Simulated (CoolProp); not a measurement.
A single-stage vapour-compression cycle with R124: evaporating at 307.15 K (dew point), condensing at 340.15 K (bubble point), superheat 2 K, subcooling 5 K, compressor efficiency 0.9, no pressure losses. Each further row changes one setting.

The numbers come from the reference Helmholtz-energy equation of state, de Vries 1995 in CoolProp.

| case | cooling COP | pressure ratio | discharge temperature (K) | refrigerating effect (kJ/kg) | volumetric capacity (kJ/m³) |
|---|---|---|---|---|---|
| as stated | ? | 2.35 | 341.0 | 109 | 3330 |
| evaporating temperature 312.15 K | 8.71 | ? | 341.2 | ? | 3930 |
| condensing temperature 335.15 K | 8.66 | 2.09 | 336.2 | 115 | 3510 |
| subcooling 10 K | 7.49 | 2.35 | 341.0 | 115 | 3520 |
| superheat 12 K | 7.22 | 2.35 | 350.3 | ? | 3410 |
| compressor efficiency 0.8 | 6.30 | 2.35 | 342.9 | 109 | 3330 |

**Question.** What belongs in the gaps?

**Answer.** 
- as stated, cooling COP: 7.09
- evaporating temperature 312.15 K, pressure ratio: 2.04
- evaporating temperature 312.15 K, refrigerating effect (kJ/kg): 112
- superheat 12 K, refrigerating effect (kJ/kg): 118
